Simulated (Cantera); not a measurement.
Input (Python, Cantera):

```python
import numpy as np
import cantera as ct

gas = ct.Solution("gri30.yaml")
gas.TPX = 1075, 24000, {'H2': 0.78, 'O2': 1, 'N2': 1.1}
reactor = ct.IdealGasConstPressureReactor(gas, energy="off", clone=False)
net = ct.ReactorNet([reactor])
net.rtol, net.atol = 1e-08, 1e-18
show = ['H2', 'O2', 'O', 'H2O2', 'H', 'H2O']
times = np.geomspace(3e-05, 100, 9)

steps = ct.SolutionArray(gas, extra=["t"])
rows = []
print(f"{'t/s':>10s}{'T/K':>9s}{'P/Pa':>11s}" + "".join(f"{s:>11s}" for s in show))
for t in times:
    while net.time < t:
        t_next = net.step()
        steps.append(gas.state, t=t_next)
    rows.append([np.interp(t, steps.t, y) for y in (steps.T, steps.P, *steps(*show).X.T)])
    print(f"{t:10.3e}{rows[-1][0]:9.1f}{rows[-1][1]:11.4g}" + "".join(f"{x:11.3e}" for x in rows[-1][2:]))
rate = np.gradient(steps.T, steps.t)
print("integrator steps:", len(steps.t))
if steps.T.max() > steps.T[0] + 200:
    print(f"time of steepest temperature rise: {steps.t[rate.argmax()]:.4e} s")
gas.TPX = 1075, 24000, {'H2': 0.78, 'O2': 1, 'N2': 1.1}
gas.equilibrate("TP")
print(f"equilibrium (TP): T = {gas.T:.1f} K  " + "  ".join(f"{s} {gas[s].X[0]:.3e}" for s in show))
```

Output:

```
       t/s      T/K       P/Pa         H2         O2          O       H2O2          H        H2O
 3.000e-05   1075.0    2.4e+04  2.708e-01  3.472e-01  2.915e-09  7.047e-12  1.220e-08  1.314e-08
 1.961e-04   1075.0    2.4e+04  2.057e-01  3.192e-01  6.991e-03  2.192e-06  3.021e-02  5.007e-02
 1.282e-03   1075.0    2.4e+04  1.319e-03  2.453e-01  1.054e-04  4.930e-06  2.200e-05  3.115e-01
 8.379e-03   1075.0    2.4e+04  7.648e-05  2.450e-01  4.490e-06  6.373e-07  2.824e-07  3.131e-01
 5.477e-02   1075.0    2.4e+04  6.550e-07  2.450e-01  2.254e-07  6.629e-08  1.626e-09  3.132e-01
 3.580e-01   1075.0    2.4e+04  1.230e-08  2.450e-01  2.472e-08  8.704e-09  4.547e-11  3.133e-01
 2.340e+00   1075.0    2.4e+04  1.804e-09  2.450e-01  3.747e-09  1.414e-09  2.906e-12  3.133e-01
 1.530e+01   1075.0    2.4e+04  9.172e-10  2.450e-01  1.363e-09  5.339e-10  9.258e-13  3.133e-01
 1.000e+02   1075.0    2.4e+04  9.114e-10  2.450e-01  1.335e-09  5.235e-10  9.107e-13  3.133e-01
integrator steps: 1765
equilibrium (TP): T = 1075.0 K  H2 9.113e-10  O2 2.450e-01  O 1.334e-09  H2O2 5.231e-10  H 9.102e-13  H2O 3.133e-01
```

Cantera simulation using GRI-Mech 3.0 (53 species, 325 reactions); the numbers are that mechanism's predictions, not measurements. The temperature is held fixed by assumption; the heat of reaction is taken as removed at once.
